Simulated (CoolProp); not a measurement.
The fluid at 298.15 K and 0.0864 MPa expands adiabatically to 0.00679 MPa with isentropic efficiency 0.85. The same conditions are run with several fluids, on thermodynamics alone (safety and materials aside).

Model: reference Helmholtz-energy equation of state of each fluid (C3F8 (R218): Lemmon 2006; n-perfluorobutane: Gao 2022; oxygen: Schmidt 1985; propylene: Lemmon 2013), in CoolProp.

Q: Rank C3F8 (R218), n-perfluorobutane, oxygen, propylene by work (kJ/kg), highest first.

A: oxygen (119), propylene (106), C3F8 (R218) (26.3), n-perfluorobutane (21.1)

| fluid | final temperature (K) | final density (kg/m³) |
|---|---|---|
| C3F8 (R218) | 262.5 | 0.586 |
| n-perfluorobutane | 272.1 | 0.716 |
| oxygen | 167.4 | 0.156 |
| propylene | 220.4 | 0.156 |
